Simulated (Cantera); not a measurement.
An isothermal, constant-pressure homogeneous reactor starts with 5.75 % H2, 94.3 % O2, equivalence ratio 0.030, at 1275 K and 0.00563 atm.

Cantera simulation using the H2/O2 subset of GRI-Mech 3.0, which has no nitrogen chemistry; the numbers are that mechanism's predictions, not measurements. Radical loss at walls, strong at low pressure, is not modelled. The temperature is held fixed by assumption; the heat of reaction is taken as removed at once.

x: mole fraction; the columns are a selection and need not sum to one.

| t (s) | x H2 | x O2 | x HO2 | x H | x O |
|---|---|---|---|---|---|
| 0.000200 | 0.0575 | 0.943 | 1.62e-8 | 1.04e-8 | 1.22e-8 |
| 0.000796 | 0.0575 | 0.943 | 6.45e-8 | 1.51e-7 | 2.99e-7 |
| 0.00317 | 0.0494 | 0.936 | 9.97e-7 | 0.00196 | 0.00388 |
| 0.0126 | ___ | 0.897 | 1.31e-6 | ___ | ___ |
| 0.0502 | 0.000936 | 0.903 | 1.28e-6 | 0.00700 | 0.0331 |
| 0.200 | 0.000566 | 0.919 | 1.12e-6 | 0.00311 | 0.0191 |
| 0.796 | 0.000133 | 0.936 | 6.08e-7 | 0.000336 | 0.00430 |
| 3.17 | 1.31e-5 | 0.940 | 1.40e-7 | 1.04e-5 | 0.000421 |
| 12.6 | ___ | 0.941 | ___ | ___ | ___ |
| 50.2 | 1.86e-7 | 0.941 | 1.26e-8 | 1.75e-8 | 5.97e-6 |
| 200 | 5.20e-8 | 0.941 | 1.80e-8 | 2.60e-9 | 1.67e-6 |

Task: What belongs in the gaps?

Result: 
- 0.0126, x H2: 0.00107
- 0.0126, x H: 0.00874
- 0.0126, x O: 0.0385
- 12.6, x H2: 1.30e-6
- 12.6, x HO2: 2.41e-8
- 12.6, x H: 3.23e-7
- 12.6, x O: 4.17e-5
